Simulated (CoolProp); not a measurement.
Vapour pressure (MPa) of C2F6 (R116): the reference equation beside estimates from Tc = 293.0 K, pc = 3.048 MPa, ω = 0.257. Clausius-Clapeyron is anchored at 219.4 K with a constant enthalpy of vaporisation of 14.55 kJ/mol.

Computed with CoolProp (reference Helmholtz-energy equation of state, Lemmon 2006). It is a short technical equation, of lower accuracy than the large ones.

```json
[
 {"T (K)": "214.2", "reference": "0.2554", "Clausius-Clapeyron": "0.2622", "van der Waals": "0.7592", "Redlich-Kwong": "0.3801", "Peng-Robinson": "0.2542"},
 {"T (K)": "219.4", "reference": "0.3182", "Clausius-Clapeyron": "0.3182", "van der Waals": "0.8538", "Redlich-Kwong": "0.4588", "Peng-Robinson": "0.3167"},
 {"T (K)": "224.6", "reference": "0.3920", "Clausius-Clapeyron": "0.3827", "van der Waals": "0.9556", "Redlich-Kwong": "0.5483", "Peng-Robinson": "0.3903"},
 {"T (K)": "229.8", "reference": "0.4779", "Clausius-Clapeyron": "0.4565", "van der Waals": "1.065", "Redlich-Kwong": "0.6494", "Peng-Robinson": "0.4763"},
 {"T (K)": "235", "reference": "0.5772", "Clausius-Clapeyron": "0.5402", "van der Waals": "1.182", "Redlich-Kwong": "0.7627", "Peng-Robinson": "0.5758"},
 {"T (K)": "240.1", "reference": "0.6888", "Clausius-Clapeyron": "0.6328", "van der Waals": "1.304", "Redlich-Kwong": "0.8864", "Peng-Robinson": "0.6879"},
 {"T (K)": "245.3", "reference": "0.8183", "Clausius-Clapeyron": "0.7384", "van der Waals": "1.436", "Redlich-Kwong": "1.026", "Peng-Robinson": "0.8183"},
 {"T (K)": "250.5", "reference": "0.9651", "Clausius-Clapeyron": "0.8563", "van der Waals": "1.577", "Redlich-Kwong": "1.180", "Peng-Robinson": "0.9664"},
 {"T (K)": "255.7", "reference": "1.131", "Clausius-Clapeyron": "0.9869", "van der Waals": "1.726", "Redlich-Kwong": "1.348", "Peng-Robinson": "1.134"},
 {"T (K)": "260.9", "reference": "1.316", "Clausius-Clapeyron": "1.131", "van der Waals": "1.883", "Redlich-Kwong": "1.533", "Peng-Robinson": "1.322"},
 {"T (K)": "266.1", "reference": "1.524", "Clausius-Clapeyron": "1.289", "van der Waals": "2.049", "Redlich-Kwong": "1.733", "Peng-Robinson": "1.532"},
 {"T (K)": "271.3", "reference": "1.755", "Clausius-Clapeyron": "1.463", "van der Waals": "2.223", "Redlich-Kwong": "1.949", "Peng-Robinson": "1.767"},
 {"T (K)": "276.5", "reference": "2.013", "Clausius-Clapeyron": "1.651", "van der Waals": "2.406", "Redlich-Kwong": "2.183", "Peng-Robinson": "2.027"},
 {"T (K)": "281.7", "reference": "2.300", "Clausius-Clapeyron": "1.856", "van der Waals": "2.598", "Redlich-Kwong": "2.435", "Peng-Robinson": "2.315"},
 {"T (K)": "286.9", "reference": "2.619", "Clausius-Clapeyron": "2.077", "van der Waals": "2.799", "Redlich-Kwong": "2.705", "Peng-Robinson": "2.633"}
]
```

Absolute difference from the reference over all 15 rows, mean and median: Clausius-Clapeyron 10.8 and 11.3 %, van der Waals 77.4 and 63.4 %, Redlich-Kwong 23.7 and 22.3 %, Peng-Robinson 0.4 and 0.5 %.
